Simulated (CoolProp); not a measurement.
n-undecane along the isotherm 559.8 K: Z from the reference equation and from simpler models built on Tc = 638.8 K, pc = 19.90 bar, ω = 0.539; each cubic takes its own stable root.

Model: reference Helmholtz-energy equation of state, Aleksandrov 2011, in CoolProp. It is a short technical equation, of lower accuracy than the large ones.

```tsv
p (bar)	phase	reference	van der Waals	Redlich-Kwong	Soave-Redlich-Kwong	Peng-Robinson
0.0944	gas	0.9970	0.9981	0.9976	0.9974	0.9972
0.153	gas	0.9951	0.9969	0.9962	0.9957	0.9954
0.246	gas	0.9921	0.9950	0.9938	0.9931	0.9926
0.398	gas	0.9872	0.9918	0.9900	0.9889	0.9880
0.643	gas	0.9792	0.9867	0.9838	0.9819	0.9805
1.04	gas	0.9661	0.9783	0.9736	0.9705	0.9682
1.68	gas	0.9443	0.9646	0.9568	0.9516	0.9480
2.71	gas	0.9073	0.9416	0.9288	0.9199	0.9141
4.38	gas	0.8414	0.9020	0.8803	0.8641	0.8549
7.08	liquid	0.04735	0.8296	0.7904	0.05791	0.05105
11.4	liquid	0.07573	0.6686	0.1019	0.09198	0.08119
18.5	liquid	0.1217	0.2170	0.1596	0.1464	0.1294
29.9	liquid	0.1939	0.3323	0.2472	0.2305	0.2042
```

At some of these states van der Waals, Redlich-Kwong gives the other phase, because its saturation line lies elsewhere.
